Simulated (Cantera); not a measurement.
## Hydrocarbon pyrolysis for carbon deposition

A perfectly stirred reactor is fed with 0.662 % CH₄, 99.3 % N₂, at 0.750 Torr; it is held at 1550 K, and followed from long to short residence time.

Detailed kinetics in Cantera: GRI-Mech 3.0 (53 species, 325 reactions). GRI-Mech 3.0 stops at C3 and has no aromatics, soot or wall deposition, so with more carbon than oxygen in the feed, carbon stays in small species such as C2H2 where larger ones or solid carbon would form. Radical loss at walls, strong at low pressure, is not modelled.

| τ (s) | x CH₄ | x CH₂ | x H | x C₂H | x HCN | x CH₃ |
|---|---|---|---|---|---|---|
| 12 | 0.00583 | 4.49e-8 | 1.25e-6 | 8.34e-10 | 1.38e-8 | 8.89e-5 |
| 1.9 | 0.00659 | 3.00e-9 | 6.46e-8 | 7.40e-12 | 1.30e-11 | 2.17e-5 |
| 0.31 | 0.00662 | 1.11e-10 | 3.89e-8 | <1e-12 | <1e-12 | 3.55e-6 |
| 0.049 | 0.00662 | 4.84e-12 | 3.44e-8 | <1e-12 | <1e-12 | 5.33e-7 |
| 0.0077 | 0.00662 | <1e-12 | 2.08e-8 | <1e-12 | <1e-12 | 6.83e-8 |
| 0.0012 | 0.00662 | <1e-12 | 5.90e-9 | <1e-12 | <1e-12 | 7.99e-9 |
| 0.00019 | 0.00662 | <1e-12 | 1.07e-9 | <1e-12 | <1e-12 | 1.13e-9 |
x: mole fraction; the columns are a selection and need not sum to one.
